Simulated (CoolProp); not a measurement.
Water at 478.96 K and 8.37 MPa flows at 1.2 m/s in a round tube of 6 mm bore and 1.5 µm roughness, fully developed (64/Re and Nu = 3.66 if laminar; Colebrook and Gnielinski if turbulent). Each further row changes one setting.

The numbers come from the reference Helmholtz-energy equation of state, Wagner 2002 in CoolProp.

| case | Reynolds number | Darcy friction factor | pressure drop (Pa/m) | heat-transfer coefficient (W/(m² K)) | mass flow (kg/h) |
|---|---|---|---|---|---|
| as stated | 47000 | 0.0220 | ? | ? | 105 |
| velocity 2.4 m/s | 93900 | 0.0194 | ? | ? | 211 |
| diameter 12 mm | 93900 | 0.0189 | 976 | 11300 | 422 |

Problem. Some entries are withheld; supply them.

Solution. 
- as stated, pressure drop (Pa/m): 2280
- as stated, heat-transfer coefficient (W/(m² K)): 13100
- velocity 2.4 m/s, pressure drop (Pa/m): 8050
- velocity 2.4 m/s, heat-transfer coefficient (W/(m² K)): 23400

Viscosity comes from a separate model (Huber 2009). Thermal conductivity comes from a separate model (Huber 2012).
